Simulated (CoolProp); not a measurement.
c-C4F8 (RC318) along the isotherm 63.65 °C: density (kg/m³) from the reference equation and from simpler models built on Tc = 115.2 °C, pc = 2.778 MPa, ω = 0.355; each cubic takes its own stable root.

The numbers come from the reference Helmholtz-energy equation of state, Platzer 1990 in CoolProp. This equation is an older, rougher fit; its heat capacities, sound speeds and derivatives of the liquid may be far off and weren't checked against measurements.

```tsv
p (MPa)	phase	reference
0.868	gas	78.21
1.74	liquid	1334
2.6	liquid	1346
3.47	liquid	1358
4.34	liquid	1368
5.21	liquid	1378
6.08	liquid	1387
6.94	liquid	1395
7.81	liquid	1403
8.68	liquid	1411
9.55	liquid	1418
10.4	liquid	1425
11.3	liquid	1432
12.2	liquid	1438
13	liquid	1444
13.9	liquid	1450
```

### Question
How far does each simpler model (Redlich-Kwong, Peng-Robinson) lie from the reference over these 16 states: mean and median of the absolute difference, and the worst?

### Answer
- Redlich-Kwong: mean 8.7 %, median 8.1 %, worst -15.1 % at 63.65 °C and 1.74 MPa
- Peng-Robinson: mean 6.1 %, median 6.6 %, worst +8.5 % at 63.65 °C and 13.9 MPa
